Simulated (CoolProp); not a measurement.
Ethanol along the isobar 2.22 MPa: Z from the reference equation and from simpler models built on Tc = 514.7 K, pc = 6.268 MPa, ω = 0.644; each cubic takes its own stable root.

Computed with CoolProp (reference Helmholtz-energy equation of state, Schroeder 2014).

| T (K) | phase | reference |
|---|---|---|
| 204.8 | liquid | 0.06932 |
| 224 | liquid | 0.06463 |
| 243.3 | liquid | 0.06068 |
| 262.6 | liquid | 0.05734 |
| 281.9 | liquid | 0.05449 |
| 301.1 | liquid | 0.05207 |
| 320.4 | liquid | 0.05000 |
| 339.7 | liquid | 0.04826 |
| 359 | liquid | 0.04682 |
| 378.2 | liquid | 0.04571 |
| 397.5 | liquid | 0.04493 |
| 416.8 | liquid | 0.04456 |
| 436.1 | liquid | 0.04467 |
| 455.4 | liquid | 0.04548 |
| 474.6 | gas | 0.8104 |

Q: How far does each simpler model (van der Waals, Redlich-Kwong, Soave-Redlich-Kwong, Peng-Robinson) lie from the reference over these 15 states: mean and median of the absolute difference, and the worst?

A: 
- van der Waals: mean 405.0 %, median 86.2 %, worst +1736.4 % at 455.4 K and 2.22 MPa
- Redlich-Kwong: mean 240.2 %, median 27.2 %, worst +1656.2 % at 455.4 K and 2.22 MPa
- Soave-Redlich-Kwong: mean 18.4 %, median 18.6 %, worst +26.2 % at 455.4 K and 2.22 MPa
- Peng-Robinson: mean 6.0 %, median 5.6 %, worst +11.3 % at 455.4 K and 2.22 MPa

At some of these states van der Waals, Redlich-Kwong gives the other phase, because its saturation line lies elsewhere.
